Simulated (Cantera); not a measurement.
A perfectly stirred reactor is fed with CH4 : C2H6 : O2 : N2 : H2O = 1 : 0.06 : 4.33 : 16.3 : 2.4 (molar parts), at 500000 Pa; it is adiabatic with a 775 K inlet, and is followed from long to short residence time, starting on the burning branch (τ in s: 0.031, 0.012, 0.0045, 0.0017, 0.00064, 0.00024, 9.2e-05, 3.5e-05, 1.3e-05).

Detailed kinetics in Cantera: GRI-Mech 3.0 (53 species, 325 reactions).

Problem. Predict: blow-out, bracketed by the residence times tried; x(CH4) at τ = 31.0 ms; x(C2H6) at τ = 31.0 ms; x(O2) at τ = 31.0 ms; x(CO2) at τ = 31.0 ms; x(HCN) at τ = 31.0 ms; x(CH4) at τ = 0.640 ms; x(C2H6) at τ = 0.640 ms; x(O2) at τ = 0.640 ms; x(CO2) at τ = 0.640 ms; x(HCN) at τ = 0.640 ms.

Solution. 
| Property | Value |
|---|---|
| blow-out, bracketed by the residence times tried | burning at 0.240 ms, out at 92.0 µs |
| x(CH4) at τ = 31.0 ms | 1.25e-5 |
| x(C2H6) at τ = 31.0 ms | 1.59e-7 |
| x(O2) at τ = 31.0 ms | 0.0878 |
| x(CO2) at τ = 31.0 ms | 0.0462 |
| x(HCN) at τ = 31.0 ms | 2.83e-9 |
| x(CH4) at τ = 0.640 ms | 0.000206 |
| x(C2H6) at τ = 0.640 ms | 3.31e-6 |
| x(O2) at τ = 0.640 ms | 0.0896 |
| x(CO2) at τ = 0.640 ms | 0.0429 |
| x(HCN) at τ = 0.640 ms | 2.18e-8 |
